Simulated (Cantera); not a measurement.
Mixture: CO : H2 : CH4 : O2 : N2 = 1 : 0.11 : 0.23 : 0.781 : 2.94 (molar parts), at 4.93 atm, adiabatic and at constant pressure. Ignition delay is the time to a rise of 400 K.

Cantera simulation using GRI-Mech 3.0 (53 species, 325 reactions); the numbers are that mechanism's predictions, not measurements. Below about 1000 K GRI-Mech 3.0 lacks low-temperature oxidation paths.

Task: Predict: delay at 998 K; delay at 1148 K; delay at 1298 K; delay at 1448 K; delay at 1598 K; apparent activation energy between 1523 and 1673 K.

Result: 
| Quantity | Result |
|---|---|
| delay at 998 K | 6.24 ms |
| delay at 1148 K | 0.829 ms |
| delay at 1298 K | 0.254 ms |
| delay at 1448 K | 87.7 µs |
| delay at 1598 K | 34.9 µs |
| apparent activation energy between 1523 and 1673 K | 120 kJ/mol |
